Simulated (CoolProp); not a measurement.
Sulfur hexafluoride at 512.57 K and 0.299 MPa is throttled through a valve to 0.0364 MPa with no heat exchange. Each further row changes one setting.

Computed with CoolProp (reference Helmholtz-energy equation of state, Guder 2009).

| case | temperature change (K) | final density (kg/m³) |
|---|---|---|
| as stated | -0.6 | [?] |
| outlet pressure 0.0109 MPa | [?] | [?] |
| outlet pressure 0.0473 MPa | -0.6 | [?] |

Question: What belongs in the gaps?

Answer: 
- as stated, final density (kg/m³): 1.25
- outlet pressure 0.0109 MPa, temperature change (K): -0.7
- outlet pressure 0.0109 MPa, final density (kg/m³): 0.374
- outlet pressure 0.0473 MPa, final density (kg/m³): 1.62
